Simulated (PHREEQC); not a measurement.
Make-up at 25 °C: 0.11 mmol/kgw HBr and 7.7 mmol/kgw FeCl3. Closed to the air; pH follows from the charge balance.

Model: ion-association model, wateq4f.dat, run in PHREEQC.

This is a speciation only: nothing precipitates in the calculation.

Predict the pH.

pH 2.41.

In which forms is Fe present?

Fe+3 35 %, FeOH+2 32 %, Fe2(OH)2+4 18 %, FeCl+2 11 %, Fe3(OH)4+5 2.9 %, Fe(OH)2+ 1.6 % of the Fe.

The solution is supersaturated, for example in Hematite (slow to form), Goethite (slow to form), so a real one may precipitate; this is no full list. Species that the database lacks are ignored.
